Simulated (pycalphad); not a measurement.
CALPHAD calculation (pycalphad, COST 507 light-alloy database (1999)), 1 atm. These are 1990s assessments: newer ones move some temperatures and phases. Phase fractions are per mole of atoms. Kinetics are ignored, which matters at the lower temperatures.

**Question.** Give the equilibrium state of Ti-22.2B (at.%) at 1252 °C.

**Answer.** bcc, fraction 0.558, with 0.18 B at.%; BM, fraction 0.442, with 50.0 B at.%.

**Question.** Give the equilibrium state of Ti-22.2B (at.%) at 577 °C.

**Answer.** 
```
T = 850.00 K, P = 101325 Pa, N = 1 mol of atoms
G = -66143 J/mol, H = -22209 J/mol, S = 51.69 J/(mol K)  (SER reference)
chemical potentials (J/mol): Ti -35357, B -174032
phase             fraction      x(Ti)       x(B)
HCP_A3              0.5568     0.9993   0.000685
BM                  0.4432     0.5000     0.5000
```

Database names, with the compositions (at.%) that they take in these runs: BM: Ti 50 B 50. HCP_A3 is hcp.
